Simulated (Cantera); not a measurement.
Feed: 1 mol Ti, 0.35 mol O₂, 1.5 mol H₂, at 1250 K and 0.133 bar.

These are equilibrium values from Cantera (NASA tables, ideal gas, pure condensed phases), not measurements of a reactor. Candidate condensed phases: H₂O, Ti, TiO, TiO₂, Ti₂O₃, Ti₃O₅, Ti₄O₇; 12 gas species. Mutual solubility and eutectic melting of coexisting phases are not modelled. TiO: taken at fixed stoichiometry. Condensed phases not in the tables: N, O or C dissolved in the metal. The numbers say what is thermodynamically allowed, not how fast it happens.

Base state: H₂ 1.000 (mole fractions); condensed: Ti(β) + TiO(s).

Task: What changes in the equilibrium state with this change: 0.024 mol HCl added?

Result: 
```csv
species,before,after
H₂,1.000,0.994
TiCl₃,0,0.00467
HCl,0,0.000986
TiCl₂,0,0.000311
TiCl₄,0,3.94e-5
"Ti(β), mol",0.300,0.292
"TiO(s), mol",0.700,0.700
```
The tables' values for TiCl₂ are old estimates; treat these amounts as uncertain. Further candidate phases: TiCl₂, TiCl₃, TiCl₄.
